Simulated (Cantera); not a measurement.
Charge: 1 mol MgO, 3.7 mol Cl2, 3.8 mol N2, at 1375 K and 0.00200 bar.

These are equilibrium values from Cantera (NASA tables, ideal gas, pure condensed phases), not measurements of a reactor. The numbers say what is thermodynamically allowed, not how fast it happens.

```json
[
 {"species": "N2", "before": "0.421", "after": "0.481"},
 {"species": "Cl2", "before": "0.187", "after": "0.385"},
 {"species": "MgCl2", "before": "0.111", "after": "0.0643"},
 {"species": "Cl", "before": "0.226", "after": "0.0380"},
 {"species": "O2", "before": "0.0553", "after": "0.0321"},
 {"species": "NO", "before": "0.000236", "after": "4.01e-5"},
 {"species": "ClO", "before": "6.93e-5", "after": "1.33e-5"},
 {"species": "MgO(s), mol", "before": "0", "after": "0.492"}
]
```
Gas species are given as mole fractions.

### Question
Which change was made?
(A) temperature from 1375 K to 1223 K
(B) temperature from 1375 K to 1675 K
(C) pressure from 0.00200 bar to 0.100 bar
(D) temperature from 1375 K to 1150 K

### Answer
D, temperature from 1375 K to 1150 K
